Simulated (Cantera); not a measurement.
Input: 1 mol SiH₂Cl₂, 0.81 mol CH₄, 1800 mol H₂, held at 170 Pa.

Method: chemical equilibrium by Gibbs-energy minimisation in Cantera with the NASA 1993 tables (ideal gas, pure condensed phases). Candidate condensed phases: C, C₆H₆, C₇H₈, C₈H₁₈, Si, SiC; 109 gas species. Rates play no part. All values below are at 1350 °C.

Base state: H₂ 0.997, H 0.00167, HCl 0.00110, Si 8.62e-5 (mole fractions); condensed: SiC(s).

Q: What changes in the equilibrium state with this change: SiH₂Cl₂ replaced by SiF₄?

A: 
```tsv
species	before	after
H₂	0.997	0.996
HF	0	0.00201
H	0.00167	0.00167
HCl	0.00110	0
SiF₂	0	8.36e-5
SiF₃	0	1.02e-5
Si	8.62e-5	7.87e-6
SiC(s), mol	0.809	0.807
```
The tables' values for SiF₂, SiF₃ are old estimates; treat these amounts as uncertain.
